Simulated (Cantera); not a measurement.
## Ignition delay

Mixture: CH4 : C2H6 : C3H8 : O2 : N2 = 1 : 0.05 : 0.12 : 1.63 : 9.63 (molar parts), equivalence ratio 1.7, at 10.0 bar, adiabatic and at constant pressure. Ignition delay is the time to a rise of 400 K.

Computed with Cantera and GRI-Mech 3.0 (53 species, 325 reactions).

| T0 (K) | delay (ms) |
|---|---|
| 1150 | 4.82 |
| 1225 | 1.78 |
| 1300 | 0.658 |
| 1375 | 0.258 |
| 1450 | 0.111 |

```json
{
 "apparent activation energy between 1300 and 1450 K": "190 kJ/mol"
}
```
